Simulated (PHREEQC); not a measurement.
## Acid rinse or clean

Solution (25 °C): 1.1 mmol/kgw HF, 36 mmol/kgw ZnSO4 and 0.26 mmol/kgw LiCl. Closed to the air; pH follows from the charge balance.

The numbers come from PHREEQC with the ion-association model, phreeqc.dat.

No solid was allowed to form.

Q: Predict the pH, density.

A: pH 3.42; density 1.003 g/cm³.

Q: In which forms is F present?

A: F- 65 %, HF 28 %, ZnF+ 7.3 % of the F.
